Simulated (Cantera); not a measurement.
A closed system holds: 1 mol SiCl4, 4.9 mol HCl, 7.9 mol H2, held at 1273.15 K and 150 Torr.

Method: chemical equilibrium by Gibbs-energy minimisation in Cantera with the NASA 1993 tables (ideal gas, pure condensed phases). Candidate condensed phases: Si; 19 gas species. The tables' values for SiCl3 are old estimates; treat these amounts as uncertain. Kinetics and transport are ignored.

Base state: H2 0.564, HCl 0.363, SiCl4 0.0640, SiHCl3 0.00397, SiCl3 0.00321, SiCl2 0.00105, SiH2Cl2 3.42e-5 (mole fractions); condensed: gas only.

What changes in the equilibrium state with this change: temperature from 1273.15 K to 900 K?


```json
[
 {"species": "H2", "before": "0.564", "after": "0.572"},
 {"species": "HCl", "before": "0.363", "after": "0.355"},
 {"species": "SiCl4", "before": "0.0640", "after": "0.0721"},
 {"species": "SiCl2", "before": "0.00105", "after": "1.09e-8"},
 {"species": "SiCl3", "before": "0.00321", "after": "4.06e-6"},
 {"species": "SiH2Cl2", "before": "3.42e-5", "after": "1.43e-7"}
]
```

What changes in the equilibrium state with this change: pressure from 150 Torr to 2400 Torr?


```json
[
 {"species": "H2", "before": "0.564", "after": "0.567"},
 {"species": "HCl", "before": "0.363", "after": "0.360"},
 {"species": "SiCl4", "before": "0.0640", "after": "0.0672"},
 {"species": "SiCl2", "before": "0.00105", "after": "7.08e-5"},
 {"species": "SiCl3", "before": "0.00321", "after": "0.000852"},
 {"species": "SiH2Cl2", "before": "3.42e-5", "after": "3.69e-5"},
 {"species": "SiHCl3", "before": "0.00397", "after": "0.00424"}
]
```

What changes in the equilibrium state with this change: pressure from 150 Torr to 6900 Torr?


```
species   before     after
-------  -------  --------
H2         0.564     0.568
HCl        0.363     0.360
SiCl4     0.0640    0.0676
SiCl2    0.00105   2.48e-5
SiCl3    0.00321  0.000506
```
